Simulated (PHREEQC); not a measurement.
Make-up at 25 °C: 110 mmol/kgw NaH2PO4, 71 mmol/kgw NaOH and 7.3 mmol/kgw ZnSO4. Closed to the air; pH follows from the charge balance.

Computed with PHREEQC (ion-association model, wateq4f.dat).

```csv
quantity,before,after
pH,7.00,7.19
SO4-2 (mol/kgw),0.00539,0.00127
NaSO4- (mol/kgw),0.00124,0.000102
ZnOH+ (mol/kgw),2.93e-5,1.34e-5
Zn(OH)2 (mol/kgw),2.31e-6,1.92e-6
SI of Zincite(c) (ZnO),+0.15,+0.05
```

Question: Which change was made?
A) NaH2PO4 replaced by NaBF4 at the same molality
B) temperature from 25 to 75 °C
C) diluted 5-fold with water
D) NaH2PO4 left out
E) NaH2PO4 from 0.11 to 0.55 mol/kgw

Answer: C, diluted 5-fold with water

This is a speciation only: nothing precipitates in the calculation. Some of these states are supersaturated (in Zn3(PO4)2:4w, Zincite(c) (slow to form), for instance). H3PO4, which wateq4f.dat lacks, is added to it with the constant of phreeqc.dat. The database has no phosphate complexes of Zn.
